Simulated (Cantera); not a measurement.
Cantera run:

```python
import numpy as np
import cantera as ct

gas_names = """
    H HO2 H2 H2O H2O2 O OH O2 O3
""".split()
cond_names = """
    H2O(s) H2O(L)
""".split()


# ... load() reads the species with a 1 bar reference pressure and builds the phases ...
atoms = {
    'H2O': {'H': 2, 'O': 1},
    'H2': {'H': 2},
    'O2': {'O': 2},
}
top_T = {}  # K; cautious upper limits of use, not melting points


# ... equilibrate(T, P, feed) seeds the gas with the atoms and calls Mixture.equilibrate('TP', solver="vcs", rtol=1e-11, max_steps=5000) ...
results = []
feed = {'H2O': 1, 'H2': 1.3, 'O2': 2.1}  # mol
P = 150  # Pa
for T in [2348, 2398, 2448, 2498, 2548, 2598, 2648, 2698, 2748, 2798, 2848, 2898]:
    mix = equilibrate(T, P, feed)
    results.append((T, P, feed, dict(zip(mix.species_names, mix.species_moles))))
    x = sorted(zip(gas.X, gas.species_names), reverse=True)
    print(f"T = {T:g} K  P = {P:g} Pa  gas = {mix.phase_moles(0):.4g} mol")
    print("   x: " + "  ".join(f"{s} {v:.3e}" for v, s in x if v > 0.0001))
    print("   condensed (mol): " + ("  ".join(f"{mix.phase(i).name} {mix.phase_moles(i):.4g}"
          for i in range(1, mix.n_phases) if mix.phase_moles(i) > 1e-12) or "none"))
```

Output:

```
T = 2348 K  P = 150 Pa  gas = 4.403 mol
   x: H2O 3.893e-01  O2 3.017e-01  OH 9.573e-02  O 9.259e-02  H 7.107e-02  H2 4.968e-02
   condensed (mol): none
T = 2398 K  P = 150 Pa  gas = 4.618 mol
   x: H2O 3.383e-01  O2 2.827e-01  O 1.178e-01  OH 1.044e-01  H 9.828e-02  H2 5.837e-02
   condensed (mol): none
T = 2448 K  P = 150 Pa  gas = 4.89 mol
   x: H2O 2.833e-01  O2 2.612e-01  O 1.472e-01  H 1.319e-01  OH 1.107e-01  H2 6.581e-02
   condensed (mol): none
T = 2498 K  P = 150 Pa  gas = 5.226 mol
   x: O2 2.371e-01  H2O 2.269e-01  O 1.804e-01  H 1.713e-01  OH 1.134e-01  H2 7.086e-02
   condensed (mol): none
T = 2548 K  P = 150 Pa  gas = 5.63 mol
   x: O 2.168e-01  H 2.150e-01  O2 2.111e-01  H2O 1.726e-01  OH 1.120e-01  H2 7.247e-02
   condensed (mol): none
T = 2598 K  P = 150 Pa  gas = 6.093 mol
   x: H 2.603e-01  O 2.554e-01  O2 1.839e-01  H2O 1.240e-01  OH 1.063e-01  H2 7.014e-02
   condensed (mol): none
T = 2648 K  P = 150 Pa  gas = 6.599 mol
   x: H 3.042e-01  O 2.946e-01  O2 1.563e-01  OH 9.675e-02  H2O 8.394e-02  H2 6.416e-02
   condensed (mol): none
T = 2698 K  P = 150 Pa  gas = 7.116 mol
   x: H 3.434e-01  O 3.330e-01  O2 1.297e-01  OH 8.460e-02  H2 5.561e-02  H2O 5.362e-02
   condensed (mol): none
T = 2748 K  P = 150 Pa  gas = 7.612 mol
   x: H 3.760e-01  O 3.691e-01  O2 1.051e-01  OH 7.130e-02  H2 4.598e-02  H2O 3.253e-02
   condensed (mol): none
T = 2798 K  P = 150 Pa  gas = 8.059 mol
   x: O 4.015e-01  H 4.014e-01  O2 8.329e-02  OH 5.825e-02  H2 3.662e-02  H2O 1.894e-02
   condensed (mol): none
T = 2848 K  P = 150 Pa  gas = 8.441 mol
   x: O 4.294e-01  H 4.203e-01  O2 6.471e-02  OH 4.646e-02  H2 2.839e-02  H2O 1.070e-02
   condensed (mol): none
T = 2898 K  P = 150 Pa  gas = 8.755 mol
   x: O 4.527e-01  H 4.338e-01  O2 4.947e-02  OH 3.641e-02  H2 2.165e-02  H2O 5.939e-03
   condensed (mol): none
```

These are equilibrium values from Cantera (NASA tables, ideal gas, pure condensed phases), not measurements of a reactor.
